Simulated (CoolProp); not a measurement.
A closed Brayton cycle with carbon dioxide: compressor inlet 325.15 K and 9.3 MPa, high pressure 18.2 MPa, turbine inlet 640 K, compressor efficiency 0.85, turbine efficiency 0.9, recuperator effectiveness 0.9 (on enthalpy, no pinch check). Each further row changes one setting.

Values from CoolProp's reference Helmholtz-energy equation of state, Span 1996.

```tsv
case	thermal efficiency (%)	net work (kJ/kg)	compressor to turbine work	compressor exit (K)	turbine exit (K)
as stated	23.9	38.4	0.43	375.3	569.3
turbine inlet 590 K	…	31.7	…	375.3	522.0
compressor inlet 335.15 K	22.5	33.1	…	…	569.3
high pressure 15.5 MPa	…	31.0	0.40	…	586.0
recuperator effectiveness 0.5	…	38.4	0.43	375.3	569.3
```

### Question
What belongs in the gaps?

### Answer

- turbine inlet 590 K, thermal efficiency (%): 21.3
- turbine inlet 590 K, compressor to turbine work: 0.48
- compressor inlet 335.15 K, compressor to turbine work: 0.51
- compressor inlet 335.15 K, compressor exit (K): 391.7
- high pressure 15.5 MPa, thermal efficiency (%): 22.3
- high pressure 15.5 MPa, compressor exit (K): 363.1
- recuperator effectiveness 0.5, thermal efficiency (%): 15.1
